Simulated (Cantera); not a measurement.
Input (Python, Cantera):

```python
import numpy as np
import cantera as ct

gas = ct.Solution("gri30.yaml")
gas.TPX = 1525, 260000, {'CH4': 1, 'O2': 3.45, 'N2': 13}
reactor = ct.IdealGasReactor(gas, energy="on", clone=False)
net = ct.ReactorNet([reactor])
net.rtol, net.atol = 1e-08, 1e-16
show = ['CH4', 'O2', 'CO2', 'NO2', 'OH']
times = np.geomspace(2e-06, 1, 10)

steps = ct.SolutionArray(gas, extra=["t"])
rows = []
print(f"{'t/s':>10s}{'T/K':>9s}{'P/Pa':>11s}" + "".join(f"{s:>11s}" for s in show))
for t in times:
    while net.time < t:
        t_next = net.step()
        steps.append(gas.state, t=t_next)
    rows.append([np.interp(t, steps.t, y) for y in (steps.T, steps.P, *steps(*show).X.T)])
    print(f"{t:10.3e}{rows[-1][0]:9.1f}{rows[-1][1]:11.4g}" + "".join(f"{x:11.3e}" for x in rows[-1][2:]))
rate = np.gradient(steps.T, steps.t)
print("integrator steps:", len(steps.t))
if steps.T.max() > steps.T[0] + 200:
    print(f"time of steepest temperature rise: {steps.t[rate.argmax()]:.4e} s")
gas.TPX = 1525, 260000, {'CH4': 1, 'O2': 3.45, 'N2': 13}
gas.equilibrate("UV")
print(f"equilibrium (UV): T = {gas.T:.1f} K  " + "  ".join(f"{s} {gas[s].X[0]:.3e}" for s in show))
```

Output:

```
       t/s      T/K       P/Pa        CH4         O2        CO2        NO2         OH
 2.000e-06   1525.0    2.6e+05  5.731e-02  1.977e-01  8.029e-13  5.785e-21  1.382e-08
 8.595e-06   1525.0    2.6e+05  5.730e-02  1.977e-01  3.791e-11  7.435e-19  3.073e-08
 3.694e-05   1525.0    2.6e+05  5.728e-02  1.977e-01  4.345e-09  1.208e-16  1.494e-07
 1.587e-04   1527.9  2.605e+05  5.652e-02  1.972e-01  1.758e-06  4.642e-14  1.760e-06
 6.822e-04   2742.8  4.743e+05  5.276e-17  7.857e-02  4.725e-02  5.975e-06  1.546e-02
 2.932e-03   2723.7  4.705e+05  4.798e-17  7.308e-02  4.764e-02  1.655e-05  1.451e-02
 1.260e-02   2722.6  4.703e+05  4.773e-17  7.278e-02  4.766e-02  1.710e-05  1.446e-02
 5.415e-02   2722.6  4.703e+05  4.773e-17  7.278e-02  4.766e-02  1.710e-05  1.446e-02
 2.327e-01   2722.6  4.703e+05  4.773e-17  7.278e-02  4.766e-02  1.710e-05  1.446e-02
 1.000e+00   2722.6  4.703e+05  4.773e-17  7.278e-02  4.766e-02  1.710e-05  1.446e-02
integrator steps: 1824
time of steepest temperature rise: 3.4878e-04 s
equilibrium (UV): T = 2722.6 K  CH4 6.748e-17  O2 7.278e-02  CO2 4.766e-02  NO2 1.710e-05  OH 1.446e-02
```

Model: GRI-Mech 3.0 (53 species, 325 reactions), integrated in Cantera.
